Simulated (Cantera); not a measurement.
Stirred combustor or abatement burner

A perfectly stirred reactor is fed with CH4 : C2H6 : O2 : N2 : H2O = 1 : 0.13 : 2.05 : 7.69 : 0.8 (molar parts), at 6.91 atm; it is adiabatic with a 725 K inlet, and is followed from long to short residence time, starting on the burning branch (τ in s: 0.043, 0.017, 0.0068, 0.0027, 0.0011, 0.00043, 0.00017, 6.7e-05, 2.7e-05, 1.1e-05).

Computed with Cantera and GRI-Mech 3.0 (53 species, 325 reactions).

| τ (s) | T (K) | x CH4 | x C2H6 | x O2 | x CH2 | x NO | x C2H2 |
|---|---|---|---|---|---|---|---|
| 0.043 | 2333 | 9.32e-6 | 2.20e-8 | 0.000125 | 1.39e-7 | 0.000308 | 7.81e-7 |
| 0.017 | 2331 | 1.88e-5 | 5.44e-8 | 0.000192 | 3.28e-7 | 0.000329 | 1.76e-6 |
| 0.0068 | 2326 | 3.37e-5 | 1.30e-7 | 0.000324 | 7.33e-7 | 0.000353 | 3.61e-6 |
| 0.0027 | 2318 | 5.56e-5 | 3.09e-7 | 0.000579 | 1.57e-6 | 0.000376 | 6.83e-6 |
| 0.0011 | 2307 | 8.77e-5 | 7.01e-7 | 0.00103 | 3.12e-6 | 0.000388 | 1.18e-5 |
| 0.00043 | 2288 | 0.000145 | 1.64e-6 | 0.00188 | 6.19e-6 | 0.000380 | 2.03e-5 |
| 0.00017 | 2260 | 0.000261 | 3.85e-6 | 0.00340 | 1.19e-5 | 0.000341 | 3.54e-5 |
| 6.7e-5 | 2217 | 0.000551 | 9.82e-6 | 0.00636 | 2.34e-5 | 0.000261 | 7.24e-5 |
| 2.7e-5 | 2118 | 0.00204 | 4.17e-5 | 0.0158 | 4.90e-5 | 9.80e-5 | 0.000311 |
| 1.1e-5 | 725 | 0.0857 | 0.0111 | 0.176 | <1e-12 | <1e-12 | <1e-12 |
x: mole fraction; the columns are a selection and need not sum to one.
